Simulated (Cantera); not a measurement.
Input (Python, Cantera) and output of one run.

```python
import numpy as np
import cantera as ct

gas_names = """
    Fe H H2 H2S N NH NH2 NH3 N2 N2H2 N2H4 S SH SN S2 S8
""".split()
cond_names = """
    Fe(a) Fe(c) Fe(d) Fe(L) FeS(a) FeS(b) FeS(c) FeS(L) FeS2(s) S(cr1) S(cr2) S(L)
""".split()


def load(file, names, dense=False):
    # The tables refer to 1 bar. Condensed volumes are neglected.
    table = {s.name: s for s in ct.Species.list_from_file(file)}
    out = []
    for n in names:
        d = dict(table[n].input_data)
        d["thermo"] = dict(d["thermo"], **{"reference-pressure": 1e5})
        if dense:
            d["equation-of-state"] = {"model": "constant-volume", "density": "1e6 g/cm^3"}
        out.append(ct.Species.from_dict(d))
    return out


gas = ct.Solution(thermo="ideal-gas", species=load("nasa_gas.yaml", gas_names))
cond = {s.name: ct.Solution(thermo="fixed-stoichiometry", species=[s], name=s.name)
        for s in load("nasa_condensed.yaml", cond_names, dense=True)}
atoms = {
    'FeS': {'Fe': 1, 'S': 1},
    'H2': {'H': 2},
    'N2': {'N': 2},
}
top_T = {'FeS2(s)': 1010}  # K; cautious upper limits of use, not melting points


def equilibrate(T, P, feed):
    n = {}
    for name, mol in feed.items():
        for a, k in atoms[name].items():
            n[a] = n.get(a, 0.0) + k * mol
    gas.TPX = T, P, n
    mass = sum(n.values()) * gas.mean_molecular_weight
    gas.equilibrate("TP")
    valid = [c for c in cond.values() if c.min_temp <= T <= top_T.get(c.name, c.max_temp)]
    mix = ct.Mixture([(gas, mass / gas.mean_molecular_weight)] + [(c, 0.0) for c in valid])
    mix.T, mix.P = T, P
    mix.equilibrate("TP", solver="vcs", rtol=1e-11, max_steps=5000)
    return mix


results = []
feed = {'FeS': 1, 'H2': 0.3, 'N2': 0.88}  # mol
P = 1333.22  # Pa
for T in [1225, 1275, 1325, 1375, 1425, 1475, 1525, 1575, 1625, 1675]:
    mix = equilibrate(T, P, feed)
    results.append((T, P, feed, dict(zip(mix.species_names, mix.species_moles))))

top = {s: max(r[3][s] / sum(r[3][g] for g in gas_names) for r in results) for s in gas_names}
cols = sorted((s for s in top if top[s] > 1e-05), key=lambda s: -top[s])[:5]
seen = [c for c in cond_names if any(r[3].get(c, 0) > 1e-12 for r in results)]
print("log10 of partial pressures in bar; condensed amounts in mol")
print(f"{'T/K':>10s}" + "".join(f"{s[:9]:>10s}" for s in cols + seen))
for T, P, feed, n in results:
    ng = sum(n[g] for g in gas_names)
    print(f"{T:10.4g}" + "".join(f"{np.log10(max(n[s] / ng * P / 1e5, 1e-99)):10.3f}" for s in cols)
          + "".join(f"{n.get(c, 0):10.4g}" for c in seen))
```

Output:

```
log10 of partial pressures in bar; condensed amounts in mol
       T/K        N2        H2        S2       H2S        SH     Fe(c)     Fe(d)    FeS(c)    FeS(L)
      1225    -2.003    -2.472    -7.164    -4.786    -7.189  0.001467         0    0.9985         0
      1275    -2.003    -2.473    -6.636    -4.674    -6.802   0.00193         0    0.9981         0
      1325    -2.003    -2.473    -6.150    -4.572    -6.444   0.00253         0    0.9975         0
      1375    -2.003    -2.474    -5.702    -4.478    -6.114  0.003364         0    0.9966         0
      1425    -2.003    -2.475    -5.287    -4.393    -5.808  0.004638         0    0.9954         0
      1475    -2.003    -2.477    -4.921    -4.323    -5.533  0.006595         0         0    0.9934
      1525    -2.003    -2.478    -4.636    -4.287    -5.305  0.009121         0         0    0.9909
      1575    -2.004    -2.479    -4.370    -4.254    -5.092   0.01325         0         0    0.9867
      1625    -2.005    -2.482    -4.120    -4.224    -4.893   0.01993         0         0    0.9799
      1675    -2.007    -2.485    -3.886    -4.197    -4.706         0   0.03061         0     0.969
```

Equilibrium computed with Cantera from the NASA thermochemical tables; the gas is ideal and each condensed phase is pure. Metal and sulfide melt together well below either melting point, which pure phases cannot show. Mutual solubility and eutectic melting of coexisting phases are not modelled. FeS: taken at fixed stoichiometry. Gases not in the tables: S3 to S7.
